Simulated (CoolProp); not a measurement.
Vapour-liquid equilibrium of carbon dioxide (1) + n-pentane (2) at 6.25 °C; x and y are mole fractions of (1).

The numbers come from the multi-fluid Helmholtz-energy mixture model, Span 1996 and Thol 2019; pair parameters Kunz 2012 in CoolProp.

| x | bubble pressure, mixture model (kPa) | bubble pressure, Raoult's law (kPa) | y, mixture model | y, Raoult's law |
|---|---|---|---|---|
| 0.05 | 273.5 | 235.6 | 0.880 | 0.870 |
| 0.125 | 666.9 | 540.5 | 0.949 | 0.948 |
| 0.2 | 1066 | 845.4 | 0.967 | 0.969 |
| 0.275 | 1441 | 1150 | 0.974 | 0.980 |
| 0.35 | 1771 | 1455 | 0.979 | 0.986 |
| 0.425 | 2051 | 1760 | 0.981 | 0.989 |
| 0.5 | 2286 | 2065 | 0.983 | 0.992 |
| 0.575 | 2490 | 2370 | 0.984 | 0.994 |
| 0.65 | 2682 | 2675 | 0.986 | 0.996 |
| 0.725 | 2886 | 2980 | 0.987 | 0.997 |
| 0.8 | 3123 | 3285 | 0.989 | 0.998 |
| 0.875 | 3417 | 3590 | 0.992 | 0.999 |
| 0.95 | 3792 | 3895 | 0.996 | 1.000 |

The largest gap from Raoult's law is +26.1 % in bubble pressure, at x = 0.2. No azeotrope shows between x = 0.05 and 0.95.

The pair parameters rest on a limited set of measurements; away from them the model extrapolates. The gap from Raoult's law changes sign with composition, which may be real or a fault of the pair parameters; it wasn't checked against measurements.
